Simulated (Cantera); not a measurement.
## Gas activation for diamond growth

An isothermal, constant-pressure homogeneous reactor starts with 1.64 % CH₄, 91.2 % H₂, 7.20 % H, at 2050 K and 82.5 Torr.

Computed with Cantera and GRI-Mech 3.0 (53 species, 325 reactions). GRI-Mech 3.0 stops at C3 and has no aromatics, soot or wall deposition, so with more carbon than oxygen in the feed, carbon stays in small species such as C2H2 where larger ones or solid carbon would form.

| t (s) | x CH₄ | x H₂ | x H | x C₂H | x CH₃ |
|---|---|---|---|---|---|
| 4.00e-6 | 0.00733 | 0.922 | 0.0615 | 2.05e-7 | 0.00826 |
| 3.36e-5 | 0.00502 | 0.935 | 0.0513 | 3.44e-6 | 0.00513 |
| 0.000283 | 0.00190 | 0.955 | 0.0350 | 5.30e-6 | 0.00133 |
| 0.00238 | 0.000654 | 0.970 | 0.0214 | 3.79e-6 | 0.000278 |
| 0.0200 | 0.000351 | 0.982 | 0.00950 | 1.73e-6 | 6.63e-5 |
| 0.168 | 0.000190 | 0.985 | 0.00683 | 1.26e-6 | 2.57e-5 |
| 1.41 | 0.000112 | 0.985 | 0.00684 | 1.27e-6 | 1.51e-5 |
| 11.9 | 0.000111 | 0.985 | 0.00684 | 1.27e-6 | 1.51e-5 |
| 100 | 0.000111 | 0.985 | 0.00684 | 1.27e-6 | 1.51e-5 |
x: mole fraction; the columns are a selection and need not sum to one.

Equilibrium at this temperature and pressure: CH₄ 0.000111, H₂ 0.985, H 0.00684, C₂H 1.27e-6, CH₃ 1.51e-5 (gas phase only).
